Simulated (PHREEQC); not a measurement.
1 kg of water holding 40 mmol/kgw NaCl and 90 mmol/kgw KCl is evaporated at 25 °C; the solids stay in contact with the brine. No CO2 enters from the air. Solids allowed: Halite, Sylvite. Others were left out.

Equilibrium calculation in PHREEQC: Pitzer model, pitzer.dat.

Question: Predict ionic strength at water left (kg) = 0.8219, 0.2533, 0.2082, 0.04335.

Answer: 
| water left (kg) | ionic strength |
|---|---|
| 0.8219 | 0.158 |
| 0.2533 | 0.513 |
| 0.2082 | 0.624 |
| 0.04335 | 3.00 |
